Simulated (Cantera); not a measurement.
Thermodynamics of fluorocarbon and chlorocarbon gases, feed CH3F + CH4

Charge: 1 mol CH3F, 0.37 mol CH4, at 11.0 mbar.

Cantera equilibrium calculation (NASA polynomials, part measured and part estimated; ideal gas, pure solids and liquids). Candidate condensed phases: C, C6H6, C7H8, C8H18; 95 gas species. The numbers say what is thermodynamically allowed, not how fast it happens.

| T (K) | log p H2 | log p H | log p HF | log p C3 | log p C2H2 (acetylene) | n C(graphite) |
|---|---|---|---|---|---|---|
| 1025 | -2.16 | -9.44 | -2.40 | <-13 | -10.81 | 1.37 |
| 1175 | -2.16 | -7.99 | -2.40 | <-13 | -9.35 | 1.37 |
| 1325 | -2.16 | -6.86 | -2.40 | <-13 | -8.23 | 1.37 |
| 1475 | -2.16 | -5.97 | -2.40 | <-13 | -7.33 | 1.37 |
| 1625 | -2.16 | -5.23 | -2.40 | <-13 | -6.61 | 1.37 |
| 1775 | -2.16 | -4.62 | -2.40 | -13.28 | -6.00 | 1.37 |
| 1925 | -2.16 | -4.10 | -2.40 | -11.39 | -5.50 | 1.37 |
| 2075 | -2.17 | -3.66 | -2.40 | -9.78 | -5.07 | 1.37 |
| 2225 | -2.18 | -3.28 | -2.41 | -8.40 | -4.72 | 1.36 |
| 2375 | -2.22 | -2.96 | -2.42 | -7.19 | -4.43 | 1.35 |
| 2525 | -2.28 | -2.69 | -2.44 | -6.14 | -4.20 | 1.33 |
| 2675 | -2.38 | -2.48 | -2.47 | -5.20 | -4.05 | 1.31 |
| 2825 | -2.54 | -2.32 | -2.51 | -4.37 | -3.98 | 1.24 |
| 2975 | -2.77 | -2.22 | -2.57 | -3.62 | -4.00 | 0.953 |
log p: log10 of the partial pressure in bar; n: condensed amount in mol.

From 1025 K to 2975 K the condensed part is C(graphite). The main C-bearing gas is CH4 at 1025 K and C3 at 2975 K.
